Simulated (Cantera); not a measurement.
Input: 1 mol Pb, 0.059 mol H2, 0.13 mol O2, held at 350 °C and 825 Torr.

Equilibrium computed with Cantera from the NASA thermochemical tables; the gas is ideal and each condensed phase is pure. Candidate condensed phases: H2O, Pb, PbO, PbO2, Pb3O4; 12 gas species. Rates play no part.

Base state: H2O 1.000, H2 2.19e-5 (mole fractions); condensed: Pb(l) + PbO(red).

Problem. What changes in the equilibrium state with this change: Pb replaced by PbO?

Solution. 
```json
[
 {"species": "H2O", "before": "1.000", "after": "0.889"},
 {"species": "O2", "before": "<1e-9", "after": "0.111"},
 {"species": "H2", "before": "2.19e-5", "after": "<1e-9"},
 {"species": "Pb(l), mol", "before": "0.799", "after": "0"},
 {"species": "PbO(red), mol", "before": "0.201", "after": "0.441"},
 {"species": "Pb3O4(s), mol", "before": "0", "after": "0.186"}
]
```

Problem. What changes in the equilibrium state with this change: O2 from 0.13 to 0.015 mol?

Solution. 
| species | before | after |
|---|---|---|
| H2O | 1.000 | 0.508 |
| H2 | 2.19e-5 | 0.492 |
| Pb(l), mol | 0.799 | 1.00 |
| PbO(red), mol | 0.201 | 0 |
